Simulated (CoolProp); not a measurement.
Toluene along the isobar 3590 kPa: density (kg/m³) from the reference equation and from simpler models built on Tc = 591.7 K, pc = 4126 kPa, ω = 0.266; each cubic takes its own stable root.

Computed with CoolProp (reference Helmholtz-energy equation of state, Lemmon 2006). It is a short technical equation, of lower accuracy than the large ones.

```json
[
 {"T (K)": "247.7", "phase": "liquid", "reference": "911.0"},
 {"T (K)": "279.3", "phase": "liquid", "reference": "882.2"},
 {"T (K)": "310.9", "phase": "liquid", "reference": "853.3"},
 {"T (K)": "342.5", "phase": "liquid", "reference": "823.8"},
 {"T (K)": "374.1", "phase": "liquid", "reference": "793.5"},
 {"T (K)": "405.7", "phase": "liquid", "reference": "761.7"},
 {"T (K)": "437.3", "phase": "liquid", "reference": "727.8"},
 {"T (K)": "468.9", "phase": "liquid", "reference": "690.6"},
 {"T (K)": "500.5", "phase": "liquid", "reference": "648.4"},
 {"T (K)": "532.1", "phase": "liquid", "reference": "597.2"},
 {"T (K)": "563.7", "phase": "liquid", "reference": "523.9"}
]
```

Question: How far does each simpler model (van der Waals, Redlich-Kwong, Peng-Robinson) lie from the reference over these 11 states: mean and median of the absolute difference, and the worst?

Answer: 
- van der Waals: mean 40.3 %, median 40.1 %, worst -41.5 % at 247.7 K and 3590 kPa
- Redlich-Kwong: mean 15.0 %, median 13.4 %, worst -22.7 % at 563.7 K and 3590 kPa
- Peng-Robinson: mean 1.9 %, median 1.1 %, worst -8.9 % at 563.7 K and 3590 kPa
